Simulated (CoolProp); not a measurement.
Vapour-liquid equilibrium of propane (1) + R134a (2) at 0.189 MPa; x and y are mole fractions of (1).

Computed with CoolProp (multi-fluid Helmholtz-energy mixture model, Lemmon 2009 and Tillner-Roth 1994; pair parameters Bell 2016).

### Question
Give the bubble temperature and the first vapour's composition at x = 0.125, 0.35, 0.725. Is there an azeotrope?

### Answer
x = 0.125: -27.0 °C, y = 0.522; x = 0.35: -32.0 °C, y = 0.651; x = 0.725: -32.4 °C, y = 0.685. y crosses x between x = 0.65 and 0.725: the model has an azeotrope there.

Pair parameters are fitted to limited data, so mixtures are less certain than the pure fluids. With so large a gap from Raoult's law the liquid may split in two, which this calculation doesn't test in full.
